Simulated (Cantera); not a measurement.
Input: 1 mol AlN, 43 mol Cl₂, 15 mol N₂, held at 848 K and 150 Pa.

Method: chemical equilibrium by Gibbs-energy minimisation in Cantera with the NASA 1993 tables (ideal gas, pure condensed phases). Candidate condensed phases: Al, AlCl₃, AlN; 11 gas species. Equilibrium is a limit: real reactors are often held back by kinetics, nucleation or transport.

Base state: Cl₂ 0.715, N₂ 0.267, AlCl₃ 0.0172, Cl 0.000585 (mole fractions); condensed: gas only.

What changes in the equilibrium state with this change: temperature from 848 K to 2075 K?


| species | before | after |
|---|---|---|
| Cl | 0.000585 | 0.834 |
| N₂ | 0.267 | 0.155 |
| AlCl₃ | 0.0172 | 0.00695 |
| Cl₂ | 0.715 | 0.00110 |
| AlCl₂ | <1e-9 | 0.00205 |
| AlCl | <1e-9 | 0.00101 |
The tables' values for AlCl₂ are old estimates; treat these amounts as uncertain.

What changes in the equilibrium state with this change: temperature from 848 K to 1323 K?


```
species    before   after
-------  --------  ------
Cl₂         0.715   0.482
Cl       0.000585   0.272
N₂          0.267   0.231
AlCl₃      0.0172  0.0149
```
